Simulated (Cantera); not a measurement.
# Adiabatic ignition

An adiabatic, constant-volume homogeneous reactor starts with H2 : O2 : N2 = 1 : 0.417 : 1.57 (molar parts), at 1223 K and 1.00 bar.

Cantera simulation using the H2/O2 subset of GRI-Mech 3.0, which has no nitrogen chemistry; the numbers are that mechanism's predictions, not measurements.

| t (s) | T (K) | P (bar) | x H2 | x O2 | x O | x H | x HO2 |
|---|---|---|---|---|---|---|---|
| 2.00e-6 | 1223 | 1.00 | 0.335 | 0.140 | 1.18e-9 | 1.23e-8 | 1.05e-8 |
| 7.02e-6 | 1223 | 1.00 | 0.335 | 0.140 | 1.61e-8 | 1.45e-7 | 5.29e-8 |
| 2.47e-5 | 1223 | 1.00 | 0.335 | 0.139 | 1.60e-5 | 0.000143 | 1.88e-5 |
| 8.66e-5 | 2922 | 2.16 | 0.0847 | 0.00850 | 0.00704 | 0.0320 | 6.67e-6 |
| 0.000304 | 2976 | 2.19 | 0.0835 | 0.00766 | 0.00621 | 0.0289 | 6.63e-6 |
| 0.00107 | 2976 | 2.19 | 0.0835 | 0.00766 | 0.00621 | 0.0289 | 6.63e-6 |
| 0.00375 | 2976 | 2.19 | 0.0835 | 0.00766 | 0.00621 | 0.0289 | 6.63e-6 |
| 0.0132 | 2976 | 2.19 | 0.0835 | 0.00766 | 0.00621 | 0.0289 | 6.63e-6 |
| 0.0462 | 2976 | 2.19 | 0.0835 | 0.00766 | 0.00621 | 0.0289 | 6.63e-6 |
| 0.162 | 2976 | 2.19 | 0.0835 | 0.00766 | 0.00621 | 0.0289 | 6.63e-6 |
| 0.570 | 2976 | 2.19 | 0.0835 | 0.00766 | 0.00621 | 0.0289 | 6.63e-6 |
| 2.00 | 2976 | 2.19 | 0.0835 | 0.00766 | 0.00621 | 0.0289 | 6.63e-6 |
x: mole fraction; the columns are a selection and need not sum to one.

- time of steepest temperature rise: 40.1 µs
- temperature at 2.00 s: 2976 K
- equilibrium temperature: 2976 K
- x(H2) at 2.00 s: 0.0835 (gas-phase equilibrium 0.0835)
- x(O2) at 2.00 s: 0.00766 (gas-phase equilibrium 0.00766)
- x(O) at 2.00 s: 0.00621 (gas-phase equilibrium 0.00621)
